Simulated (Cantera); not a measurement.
A Cantera script and what it prints.

```python
import numpy as np
import cantera as ct

gas_names = [...]  # 113 gases of nasa_gas.yaml made of C, H, O, Pb
cond_names = """
    C(gr) C6H6(L) C7H8(L) C8H18(L),n-octa H2O(s) H2O(L) Pb(cr) Pb(L) PbO(rd) PbO(yw) PbO(L) PbO2(s)
    Pb3O4(s)
""".split()


# ... load() reads the species with a 1 bar reference pressure and builds the phases ...
atoms = {
    'PbO': {'Pb': 1, 'O': 1},
    'CO': {'C': 1, 'O': 1},
    'H2': {'H': 2},
}
top_T = {'C(gr)': 4500, 'Pb3O4(s)': 820}  # K; cautious upper limits of use, not melting points


# ... equilibrate(T, P, feed) seeds the gas with the atoms and calls Mixture.equilibrate('TP', solver="vcs", rtol=1e-11, max_steps=5000) ...
results = []
feed = {'PbO': 1, 'CO': 3.3, 'H2': 0.35}  # mol
T = 798.15  # K
P = 82000  # Pa
mix = equilibrate(T, P, feed)
results.append((T, P, feed, dict(zip(mix.species_names, mix.species_moles))))
print(gas.report(threshold=1e-06))
for i in range(1, mix.n_phases):
    print(f"{mix.phase(i).name:16s} {mix.phase_moles(i):12.5e} mol")
```

Result:

```
       temperature   798.15 K
          pressure   82000 Pa
           density   0.4717 kg/m^3
  mean mol. weight   38.174 kg/kmol
   phase of matter   gas

                          1 kg             1 kmol
                     ---------------   ---------------
          enthalpy       -8.2004e+06       -3.1305e+08  J
   internal energy       -8.3743e+06       -3.1968e+08  J
           entropy            6685.3        2.5521e+05  J/K
    Gibbs function       -1.3536e+07       -5.1674e+08  J
 heat capacity c_p            1242.9             47449  J/K
 heat capacity c_v            1025.1             39134  J/K

                      mass frac. Y      mole frac. X     chem. pot. / RT
                     ---------------   ---------------   ---------------
               CH4         0.0010338           0.00246           -41.716
                CO          0.069347          0.094511           -44.262
               CO2           0.88541           0.76803           -87.291
                H2         0.0024574          0.046533           -20.241
               H2O          0.041749          0.088469            -63.27
     [ +108 minor]        4.0595e-07        9.2671e-08

C(gr)             1.13629e+00 mol
Pb(L)             1.00000e+00 mol
PbO(yw)           0.00000e+00 mol
PbO2(s)           0.00000e+00 mol
Pb3O4(s)          0.00000e+00 mol
```

Method: chemical equilibrium by Gibbs-energy minimisation in Cantera with the NASA 1993 tables (ideal gas, pure condensed phases).
